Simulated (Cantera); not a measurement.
Equilibrium for fluorocarbon and chlorocarbon gases: C2F6 + Si + H2

Feed: 1 mol C2F6, 0.06 mol Si, 0.32 mol H2, at 0.0353 Torr.

These are equilibrium values from Cantera (NASA tables, ideal gas, pure condensed phases), not measurements of a reactor. Candidate condensed phases: C, C6H6, C7H8, C8H18, Si, SiC; 113 gas species. The feed counts by its element totals alone. Gases not in the tables: C2F6 and larger saturated fluorocarbons. Equilibrium is a limit: real reactors are often held back by kinetics, nucleation or transport.

From 800 °C to 1500 °C the condensed part is C(graphite). The main Si-bearing gas is SiF4 throughout.

| T (°C) | log p CF4 | log p HF | log p F | log p CF2 | log p SiF4 | log p CF3 | log p CF | n C(graphite) |
|---|---|---|---|---|---|---|---|---|
| 800 | -4.52 | -4.82 | -11.22 | -10.52 | -5.85 | -11.05 | <-16 | 0.720 |
| 900 | -4.52 | -4.82 | -9.91 | -9.35 | -5.85 | -10.10 | -15.34 | 0.720 |
| 1000 | -4.52 | -4.82 | -8.80 | -8.37 | -5.85 | -9.30 | -13.63 | 0.720 |
| 1100 | -4.52 | -4.82 | -7.85 | -7.53 | -5.85 | -8.62 | -12.18 | 0.719 |
| 1200 | -4.52 | -4.82 | -7.04 | -6.81 | -5.85 | -8.04 | -10.93 | 0.718 |
| 1300 | -4.53 | -4.82 | -6.33 | -6.18 | -5.85 | -7.54 | -9.84 | 0.711 |
| 1400 | -4.57 | -4.84 | -5.71 | -5.65 | -5.87 | -7.11 | -8.89 | 0.691 |
| 1500 | -4.69 | -4.90 | -5.18 | -5.22 | -5.93 | -6.81 | -8.07 | 0.649 |
log p: log10 of the partial pressure in bar; n: condensed amount in mol.
